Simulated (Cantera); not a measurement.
Charge: 1 mol B, 0.13 mol O2, 20 mol H2, at 2300 K and 4600 Pa.

Method: chemical equilibrium by Gibbs-energy minimisation in Cantera with the NASA 1993 tables (ideal gas, pure condensed phases). Candidate condensed phases: B, B2O3, B3O3H3, H2O; 23 gas species. The tables' values for BH2 are old estimates; treat these amounts as uncertain. Gases not in the tables: B2H6 and higher boranes. Rates play no part.

Base state: H2 0.942, H 0.0438, HBO 0.00804, BO 0.00419, BH2 0.00196, B 0.000220, B2O2 0.000127, B2O 0.000118 (mole fractions); condensed: B(s).

Q: What changes in the equilibrium state with this change: B replaced by BF3?

A: 
| species | before | after |
|---|---|---|
| H2 | 0.942 | 0.838 |
| HF | 0 | 0.0759 |
| H | 0.0438 | 0.0413 |
| BF | 0 | 0.0204 |
| BOF | 0 | 0.0106 |
| BF2 | 0 | 0.0102 |
| BF3 | 0 | 0.00209 |
| BHF2 | 0 | 0.000514 |
| B(s), mol | 0.692 | 0 |
The tables' values for BF2, BH2 are old estimates; treat these amounts as uncertain.
